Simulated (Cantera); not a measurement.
An adiabatic, constant-volume homogeneous reactor starts with CO : H2 : CH4 : O2 : N2 = 1 : 0.35 : 1.2 : 1.46 : 5.51 (molar parts), equivalence ratio 2.1, at 1150 K and 2.20 bar. Integrator tolerance rtol = 1e-08.

Detailed kinetics in Cantera: GRI-Mech 3.0 (53 species, 325 reactions).

**Question.** What does this change do: O2 1.46 to 1.9 parts?

**Answer.** 
| quantity | before | after |
|---|---|---|
| time of steepest temperature rise | 6.82 ms | 4.33 ms |
| temperature at 2.00 s | 2612 K | 2958 K |
| equilibrium temperature | 2612 K | 2958 K |
| x(CO) at 2.00 s | 0.180 (gas-phase equilibrium 0.180) | 0.155 (gas-phase equilibrium 0.155) |
| x(H2) at 2.00 s | 0.125 (gas-phase equilibrium 0.125) | 0.0714 (gas-phase equilibrium 0.0714) |
| x(CH4) at 2.00 s | 1.69e-10 (gas-phase equilibrium 1.89e-10) | 7.76e-12 (gas-phase equilibrium 9.06e-12) |
| x(CH2O) at 2.00 s | 4.99e-8 (gas-phase equilibrium 4.99e-8) | 2.71e-8 (gas-phase equilibrium 2.71e-8) |
| x(N2O) at 2.00 s | 2.39e-8 (gas-phase equilibrium 2.39e-8) | 3.48e-7 (gas-phase equilibrium 3.48e-7) |
| x(C2H2) at 2.00 s | <1e-12 (gas-phase equilibrium <1e-12) | <1e-12 (gas-phase equilibrium <1e-12) |

**Question.** What does this change do: CH4 1.2 to 0.86 parts?

**Answer.** 
| quantity | before | after |
|---|---|---|
| time of steepest temperature rise | 6.82 ms | 3.21 ms |
| temperature at 2.00 s | 2612 K | 2842 K |
| equilibrium temperature | 2612 K | 2842 K |
| x(CO) at 2.00 s | 0.180 (gas-phase equilibrium 0.180) | 0.142 (gas-phase equilibrium 0.142) |
| x(H2) at 2.00 s | 0.125 (gas-phase equilibrium 0.125) | 0.0573 (gas-phase equilibrium 0.0573) |
| x(CH4) at 2.00 s | 1.69e-10 (gas-phase equilibrium 1.89e-10) | 5.22e-12 (gas-phase equilibrium 6.04e-12) |
| x(CH2O) at 2.00 s | 4.99e-8 (gas-phase equilibrium 4.99e-8) | 1.85e-8 (gas-phase equilibrium 1.85e-8) |
| x(N2O) at 2.00 s | 2.39e-8 (gas-phase equilibrium 2.39e-8) | 2.37e-7 (gas-phase equilibrium 2.37e-7) |
| x(C2H2) at 2.00 s | <1e-12 (gas-phase equilibrium <1e-12) | <1e-12 (gas-phase equilibrium <1e-12) |
